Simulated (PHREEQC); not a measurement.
NaOH is added in steps, without added water, to 1 kg of water holding 0.0019 mol HNO3, 0.013 mol ZnSO4 and 0.0035 mol MnSO4, at 25 °C. The system is closed to oxygen. CO2 from the air is kept out. Solids allowed: Pyrochroite, Zn(OH)2-a, Zn4(OH)6SO4, Mirabilite, Goslarite. Others were left out.

Base run: PHREEQC, ion-association model, wateq4f.dat. Each further column changes one thing. The table gives Zn+2 (mol/kgw).

| NaOH added (mol) | base | MnSO4 from 0.0035 to 0.00035 mol/kgw | temperature from 25 to 30 °C | 0.021 mol/kgw HBr added | no solid may form |
|---|---|---|---|---|---|
| 0 | 0.00820 | 0.00854 | 0.00816 | 0.00971 | 0.00820 |
| 0.00625 | 0.00618 | 0.00644 | ___ | 0.00946 | ___ |
| 0.0125 | 0.00355 | 0.00369 | 0.00352 | 0.00919 | 0.00417 |
| 0.01875 | 0.00103 | 0.00107 | 0.00102 | ___ | ___ |
| 0.025 | 1.30e-6 | 3.84e-7 | 1.28e-6 | ___ | 0.000643 |
| 0.03125 | 3.43e-7 | 1.22e-10 | ___ | 0.00486 | 1.06e-6 |
| 0.0375 | 1.36e-10 | 1.15e-11 | 2.85e-10 | 0.00210 | 5.21e-8 |
| 0.04375 | 1.24e-11 | 4.18e-12 | ___ | 2.17e-6 | 7.96e-9 |
| 0.05 | 4.49e-12 | 2.21e-12 | 9.33e-12 | 4.54e-7 | 1.99e-9 |

Problem. Some entries are withheld; supply them.

Solution. 
- 0.00625, temperature from 25 to 30 °C: 0.00614
- 0.00625, no solid may form: 0.00630
- 0.01875, 0.021 mol/kgw HBr added: 0.00889
- 0.01875, no solid may form: 0.00229
- 0.025, 0.021 mol/kgw HBr added: 0.00769
- 0.03125, temperature from 25 to 30 °C: 3.47e-7
- 0.04375, temperature from 25 to 30 °C: 2.59e-11

 In at least one series the solution becomes supersaturated in solids that the run did not let form, among them Pyrochroite, Zn(OH)2-a, Zn4(OH)6SO4.
